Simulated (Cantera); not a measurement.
An adiabatic, constant-volume homogeneous reactor starts with C3H8 : O2 : N2 = 1 : 2.63 : 9.89 (molar parts), equivalence ratio 1.9, at 1723 K and 0.740 bar. Integrator tolerance rtol = 1e-08.

Detailed kinetics in Cantera: GRI-Mech 3.0 (53 species, 325 reactions). GRI-Mech 3.0 was tuned for natural gas; its chemistry of propane as a main component is partial and can be far from experiment. Above 3000 K some thermodynamic fits are extrapolated.

What does this change do: initial temperature 1723 to 1550 K?


| quantity | before | after |
|---|---|---|
| time of steepest temperature rise | 23.0 µs | 63.6 µs |
| temperature at 0.700 s | 2949 K | 2878 K |
| equilibrium temperature | 2949 K | 2878 K |
| x(C3H8) at 0.700 s | <1e-12 (gas-phase equilibrium <1e-12) | <1e-12 (gas-phase equilibrium <1e-12) |
| x(O2) at 0.700 s | 0.000666 (gas-phase equilibrium 0.000666) | 0.000392 (gas-phase equilibrium 0.000392) |
| x(H) at 0.700 s | 0.0355 (gas-phase equilibrium 0.0355) | 0.0275 (gas-phase equilibrium 0.0275) |
| x(H2O2) at 0.700 s | 5.10e-8 (gas-phase equilibrium 5.10e-8) | 3.79e-8 (gas-phase equilibrium 3.79e-8) |
| x(H2O) at 0.700 s | 0.0966 (gas-phase equilibrium 0.0966) | 0.101 (gas-phase equilibrium 0.101) |
